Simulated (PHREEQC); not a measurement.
Make-up at 25 °C: 0.033 mol MnSO4, 0.034 mol CaCl2 and 0.028 mol H2SO4 per kg of water. Closed to the air; pH follows from the charge balance.

Model: ion-association model, phreeqc.dat, run in PHREEQC.

Q: The ionic strength comes out as 0.198 mol/kgw. What activity coefficients do SO4-2, Ca+2, HSO4-, CaHSO4+, MnCl+ get?

A: SO4-2 0.29, Ca+2 0.32, HSO4- 0.75, CaHSO4+ 0.75, MnCl+ 0.74.

No solid was allowed to form. Examples of supersaturated solids here: Gypsum. Others may be too. Species that the database lacks are ignored.
